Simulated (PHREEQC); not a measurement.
## Metal-bearing waste water

Make-up at 25 °C: 0.086 mol FeCl3, 0.02 mol CuCl2, 0.01 mol HCl and 0.13 mol Na2SO4 per kg of water. Closed to the air; pH follows from the charge balance.

Model: ion-association model, phreeqc.dat, run in PHREEQC.

Each row changes one thing in this solution. This is a speciation only: nothing precipitates in the calculation.

```tsv
case	pH	ionic strength (mol/kgw)	FeSO4+ (mol/kgw)	Cu+2 (mol/kgw)	FeCl+2 (mol/kgw)	NaSO4- (mol/kgw)	SI of Halite (NaCl)	SI of Goethite (FeOOH)
as made	2.27	0.474	0.0528	0.0127	0.0108	0.0102	-3.04	+4.41
temperature from 25 to 75 °C	2.24	0.501	0.0406	0.00705	0.0148	0.0118	-3.13	(withheld)
temperature from 25 to 45 °C	2.24	0.479	0.0495	0.0106	0.0129	0.0109	-3.07	(withheld)
0.0041 mol/kgw NaNO3 added	2.27	0.478	0.0528	0.0127	0.0109	0.0104	-3.03	(withheld)
```

Complete the blanks.


- temperature from 25 to 75 °C, SI of Goethite (FeOOH): +5.36
- temperature from 25 to 45 °C, SI of Goethite (FeOOH): +4.82
- 0.0041 mol/kgw NaNO3 added, SI of Goethite (FeOOH): +4.40

Some of these states are supersaturated (in Hematite (slow to form), Goethite (slow to form), for instance). Away from 25 °C the constants follow the database's enthalpies or fits; those with neither stay at their 25 °C values.
